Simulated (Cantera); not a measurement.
Cantera run:

```python
import numpy as np
import cantera as ct

gas_names = """
    C CH CH2 CH3 CH2OH CH3O CH4 CH3OH CO CO2 COOH C2 C2H CHCO,ketyl C2H2,acetylene C2H2,vinylidene
    CH2CO,ketene C2H3,vinyl CH3CO,acetyl C2H4 C2H4O,ethylen CH3CHO,ethanal CH3COOH (HCOOH)2 C2H5 C2H6
    CH3OCH3 C2H5OH C2O C3 C3H3,propargyl C3H4,allene C3H4,propyne C3H4,cyclo- C3H5,allyl C3H6,propylene
    C3H6,cyclo- C3H6O C3H7,n-propyl C3H7,i-propyl C3H8 C3H8O,1propanol C3H8O,2propanol C3O2 C4 C4H2
    C4H4,1,3-cyclo- C4H6,butadiene C4H6,2-butyne C4H6,cyclo- C4H8,1-butene C4H8,cis2-buten
    C4H8,tr2-butene C4H8,isobutene C4H8,cyclo- (CH3COOH)2 C4H9,n-butyl C4H9,i-butyl C4H9,s-butyl
    C4H9,t-butyl C4H10,isobutane C4H10,n-butane C5 C5H6,1,3cyclo- C5H8,cyclo- C5H10,1-pentene
    C5H10,cyclo- C5H11,pentyl C5H11,t-pentyl C5H12,n-pentane C5H12,i-pentane CH3C(CH3)2CH3 C6H2
    C6H5,phenyl C6H5O,phenoxy C6H6 C6H5OH,phenol C6H10,cyclo- C6H12,1-hexene C6H12,cyclo- C6H13,n-hexyl
    C7H7,benzyl C7H8 C7H8O,cresol C7H14,1-heptene C7H15,n-heptyl C7H16,n-heptane C8H8,styrene
    C8H10,ethylbenz C8H16,1-octene C8H17,n-octyl C8H18,isooctane C8H18,n-octane C9H19,n-nonyl
    C10H8,naphthale C10H21,n-decyl C12H9,o-bipheny C12H10,bipheny H HCO HO2 H2 HCHO,formaldehy HCOOH H2O
    H2O2 O OH O2 O3 Ti TiO TiO2
""".split()
cond_names = """
    C(gr) C6H6(L) C7H8(L) C8H18(L),n-octa H2O(s) H2O(L) Ti(a) Ti(b) Ti(L) TiC(s) TiC(L) TiO(a) TiO(b)
    TiO(L) TiO2(ru) TiO2(L) Ti2O3(a) Ti2O3(b) Ti2O3(L) Ti3O5(a) Ti3O5(b) Ti3O5(L) Ti4O7(s) Ti4O7(L)
""".split()


def load(file, names, dense=False):
    # The tables refer to 1 bar. Condensed volumes are neglected.
    table = {s.name: s for s in ct.Species.list_from_file(file)}
    out = []
    for n in names:
        d = dict(table[n].input_data)
        d["thermo"] = dict(d["thermo"], **{"reference-pressure": 1e5})
        if dense:
            d["equation-of-state"] = {"model": "constant-volume", "density": "1e6 g/cm^3"}
        out.append(ct.Species.from_dict(d))
    return out


gas = ct.Solution(thermo="ideal-gas", species=load("nasa_gas.yaml", gas_names))
cond = {s.name: ct.Solution(thermo="fixed-stoichiometry", species=[s], name=s.name)
        for s in load("nasa_condensed.yaml", cond_names, dense=True)}
atoms = {
    'Ti(OiPr)4': {'Ti': 1, 'C': 12, 'H': 28, 'O': 4},
    'C3H8': {'C': 3, 'H': 8},
    'H2': {'H': 2},
}
top_T = {'C(gr)': 4500}  # K; cautious upper limits of use, not melting points


def equilibrate(T, P, feed):
    n = {}
    for name, mol in feed.items():
        for a, k in atoms[name].items():
            n[a] = n.get(a, 0.0) + k * mol
    gas.TPX = T, P, n
    mass = sum(n.values()) * gas.mean_molecular_weight
    gas.equilibrate("TP")
    valid = [c for c in cond.values() if c.min_temp <= T <= top_T.get(c.name, c.max_temp)]
    mix = ct.Mixture([(gas, mass / gas.mean_molecular_weight)] + [(c, 0.0) for c in valid])
    mix.T, mix.P = T, P
    mix.equilibrate("TP", solver="vcs", rtol=1e-11, max_steps=5000)
    return mix


results = []
feed = {'Ti(OiPr)4': 1, 'C3H8': 2.3, 'H2': 26}  # mol
T = 1550  # K
P = 13332.2  # Pa
mix = equilibrate(T, P, feed)
results.append((T, P, feed, dict(zip(mix.species_names, mix.species_moles))))
print(gas.report(threshold=1e-06))
for i in range(1, mix.n_phases):
    print(f"{mix.phase(i).name:16s} {mix.phase_moles(i):12.5e} mol")
```

It prints:

```
       temperature   1550 K
          pressure   13332 Pa
           density   0.0041114 kg/m^3
  mean mol. weight   3.9743 kg/kmol
   phase of matter   gas

                          1 kg             1 kmol
                     ---------------   ---------------
          enthalpy        7.5118e+06        2.9854e+07  J
   internal energy        4.2691e+06        1.6966e+07  J
           entropy             51385        2.0422e+05  J/K
    Gibbs function       -7.2135e+07       -2.8668e+08  J
 heat capacity c_p              8247             32776  J/K
 heat capacity c_v            6154.9             24461  J/K

                      mass frac. Y      mole frac. X     chem. pot. / RT
                     ---------------   ---------------   ---------------
               CH4        0.00093511        0.00023165           -43.836
                CO           0.52994          0.075191           -40.046
    C2H2,acetylene         9.718e-05        1.4833e-05           -25.295
                 H        2.1035e-05        8.2935e-05           -10.396
                H2           0.46895           0.92447           -20.792
               H2O        5.0899e-05        1.1229e-05           -58.587
     [ +107 minor]        7.5319e-06        1.0764e-06

C(gr)             1.38867e+01 mol
Ti(b)             0.00000e+00 mol
TiC(s)            1.00000e+00 mol
TiO(b)            0.00000e+00 mol
TiO2(ru)          0.00000e+00 mol
Ti2O3(b)          0.00000e+00 mol
Ti3O5(b)          0.00000e+00 mol
Ti4O7(s)          0.00000e+00 mol
```

Cantera equilibrium calculation (NASA polynomials, part measured and part estimated; ideal gas, pure solids and liquids). The feed counts by its element totals alone. TiC: taken at fixed stoichiometry.
